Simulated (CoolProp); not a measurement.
Vapour-liquid equilibrium of propane (1) + R152A (2) at 297.2 K; x and y are mole fractions of (1).

Model: multi-fluid Helmholtz-energy mixture model, Lemmon 2009 and Outcalt 1996; pair parameters Bell 2016, in CoolProp.

| x | bubble pressure (MPa) | y at the bubble point | dew pressure at overall composition x (MPa) | liquid density (mol/L) |
|---|---|---|---|---|
| 0.05 | 0.6689 | 0.156 | 0.6061 | 13.44 |
| 0.15 | 0.8054 | 0.341 | 0.6650 | 13.02 |
| 0.25 | 0.8987 | 0.449 | 0.7336 | ? |
| 0.35 | 0.9612 | 0.521 | 0.8126 | 12.29 |
| 0.45 | 1.003 | ? | ? | 11.98 |
| 0.55 | 1.029 | ? | 0.9839 | ? |
| 0.65 | 1.043 | 0.675 | 1.038 | 11.52 |
| 0.75 | 1.044 | 0.732 | 1.041 | ? |
| 0.85 | 1.025 | 0.807 | 1.007 | 11.26 |
| 0.95 | 0.9738 | 0.918 | 0.9568 | 11.21 |

Some entries are withheld; supply them.


- 0.25, liquid density (mol/L): 12.63
- 0.45, y at the bubble point: 0.577
- 0.45, dew pressure at overall composition x (MPa): 0.8998
- 0.55, y at the bubble point: 0.626
- 0.55, liquid density (mol/L): 11.72
- 0.75, liquid density (mol/L): 11.37

y crosses x between x = 0.65 and 0.75: the model has an azeotrope there.

Pair parameters are fitted to limited data, so mixtures are less certain than the pure fluids.
